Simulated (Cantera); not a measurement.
A perfectly stirred reactor is fed with C2H6 : N2 = 1 : 1.8 (molar parts), at 0.683 Torr; it is held at 1173 K, and followed from long to short residence time.

Cantera simulation using GRI-Mech 3.0 (53 species, 325 reactions); the numbers are that mechanism's predictions, not measurements. GRI-Mech 3.0 stops at C3 and has no aromatics, soot or wall deposition, so with more carbon than oxygen in the feed, carbon stays in small species such as C2H2 where larger ones or solid carbon would form. Radical loss at walls, strong at low pressure, is not modelled.

x: mole fraction; the columns are a selection and need not sum to one.

```
τ (s)    x C2H6     x HCN     x CH3     x C2H     x CH4
-------  ------  --------  --------  --------  --------
3.7      0.0881  1.12e-10  0.000513  4.46e-10    0.0810
0.67        ___  7.11e-11       ___  1.05e-10       ___
0.12      0.339  2.39e-11       ___  8.71e-12       ___
0.023     0.356  1.10e-12  0.000115    <1e-12  0.000134
0.0042    0.357    <1e-12   3.40e-5    <1e-12   7.23e-6
0.00076   0.357    <1e-12   7.19e-6    <1e-12   2.77e-7
0.00014   0.357    <1e-12   1.37e-6    <1e-12   9.68e-9
```

Question: Fill in the missing entries.

Answer: 
- 0.67, x C2H6: 0.241
- 0.67, x CH3: 0.000742
- 0.67, x CH4: 0.0265
- 0.12, x CH3: 0.000440
- 0.12, x CH4: 0.00272
